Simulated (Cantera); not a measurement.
A Cantera script and what it prints.

```python
import numpy as np
import cantera as ct

gas_names = """
    F F2 H HF H2 H2F2 H3F3 H4F4 H5F5 H6F6 H7F7 N NF NF2 NF3 NH NH2 NH3 N2 N2H2 N2H4 Si SiF SiF2 SiF3
    SiF4 SiH SiHF3 SiH2 SiH2F2 SiH3 SiH3F SiH4 SiN Si2 Si2N Si3
""".split()
cond_names = """
    Si(cr) Si(L) Si3N4(a)
""".split()


def load(file, names, dense=False):
    # The tables refer to 1 bar. Condensed volumes are neglected.
    table = {s.name: s for s in ct.Species.list_from_file(file)}
    out = []
    for n in names:
        d = dict(table[n].input_data)
        d["thermo"] = dict(d["thermo"], **{"reference-pressure": 1e5})
        if dense:
            d["equation-of-state"] = {"model": "constant-volume", "density": "1e6 g/cm^3"}
        out.append(ct.Species.from_dict(d))
    return out


gas = ct.Solution(thermo="ideal-gas", species=load("nasa_gas.yaml", gas_names))
cond = {s.name: ct.Solution(thermo="fixed-stoichiometry", species=[s], name=s.name)
        for s in load("nasa_condensed.yaml", cond_names, dense=True)}
atoms = {
    'Si': {'Si': 1},
    'NF3': {'N': 1, 'F': 3},
    'H2': {'H': 2},
}
top_T = {'Si3N4(a)': 2400}  # K; cautious upper limits of use, not melting points


def equilibrate(T, P, feed):
    n = {}
    for name, mol in feed.items():
        for a, k in atoms[name].items():
            n[a] = n.get(a, 0.0) + k * mol
    gas.TPX = T, P, n
    mass = sum(n.values()) * gas.mean_molecular_weight
    gas.equilibrate("TP")
    valid = [c for c in cond.values() if c.min_temp <= T <= top_T.get(c.name, c.max_temp)]
    mix = ct.Mixture([(gas, mass / gas.mean_molecular_weight)] + [(c, 0.0) for c in valid])
    mix.T, mix.P = T, P
    mix.equilibrate("TP", solver="vcs", rtol=1e-11, max_steps=5000)
    return mix


results = []
feed = {'Si': 1, 'NF3': 6, 'H2': 4.9}  # mol
P = 120  # Pa
for T in [725, 800, 875, 950, 1025, 1100, 1175, 1250, 1325, 1400, 1475, 1550]:
    mix = equilibrate(T, P, feed)
    results.append((T, P, feed, dict(zip(mix.species_names, mix.species_moles))))
    x = sorted(zip(gas.X, gas.species_names), reverse=True)
    print(f"T = {T:g} K  P = {P:g} Pa  gas = {mix.phase_moles(0):.4g} mol")
    print("   x: " + "  ".join(f"{s} {v:.3e}" for v, s in x if v > 0.001))
    print("   condensed (mol): " + ("  ".join(f"{mix.phase(i).name} {mix.phase_moles(i):.4g}"
          for i in range(1, mix.n_phases) if mix.phase_moles(i) > 1e-12) or "none"))
```

Result:

```
T = 725 K  P = 120 Pa  gas = 16.03 mol
   x: HF 6.112e-01  N2 1.856e-01  F2 1.149e-01  SiF4 6.237e-02  F 2.284e-02  NF3 3.125e-03
   condensed (mol): none
T = 800 K  P = 120 Pa  gas = 16.49 mol
   x: HF 5.942e-01  N2 1.818e-01  F2 9.076e-02  F 7.230e-02  SiF4 6.064e-02
   condensed (mol): none
T = 875 K  P = 120 Pa  gas = 17.19 mol
   x: HF 5.702e-01  N2 1.745e-01  F 1.499e-01  SiF4 5.818e-02  F2 4.722e-02
   condensed (mol): none
T = 950 K  P = 120 Pa  gas = 17.73 mol
   x: HF 5.527e-01  F 2.067e-01  N2 1.692e-01  SiF4 5.639e-02  F2 1.510e-02
   condensed (mol): none
T = 1025 K  P = 120 Pa  gas = 17.93 mol
   x: HF 5.466e-01  F 2.264e-01  N2 1.673e-01  SiF4 5.577e-02  F2 3.938e-03
   condensed (mol): none
T = 1100 K  P = 120 Pa  gas = 17.98 mol
   x: HF 5.450e-01  F 2.314e-01  N2 1.668e-01  SiF4 5.562e-02  F2 1.098e-03
   condensed (mol): none
T = 1175 K  P = 120 Pa  gas = 17.99 mol
   x: HF 5.446e-01  F 2.327e-01  N2 1.667e-01  SiF4 5.557e-02
   condensed (mol): none
T = 1250 K  P = 120 Pa  gas = 18 mol
   x: HF 5.445e-01  F 2.331e-01  N2 1.667e-01  SiF4 5.556e-02
   condensed (mol): none
T = 1325 K  P = 120 Pa  gas = 18 mol
   x: HF 5.445e-01  F 2.332e-01  N2 1.667e-01  SiF4 5.556e-02
   condensed (mol): none
T = 1400 K  P = 120 Pa  gas = 18 mol
   x: HF 5.445e-01  F 2.333e-01  N2 1.667e-01  SiF4 5.556e-02
   condensed (mol): none
T = 1475 K  P = 120 Pa  gas = 18 mol
   x: HF 5.445e-01  F 2.333e-01  N2 1.667e-01  SiF4 5.556e-02
   condensed (mol): none
T = 1550 K  P = 120 Pa  gas = 18 mol
   x: HF 5.444e-01  F 2.333e-01  N2 1.667e-01  SiF4 5.556e-02
   condensed (mol): none
```

Method: chemical equilibrium by Gibbs-energy minimisation in Cantera with the NASA 1993 tables (ideal gas, pure condensed phases).
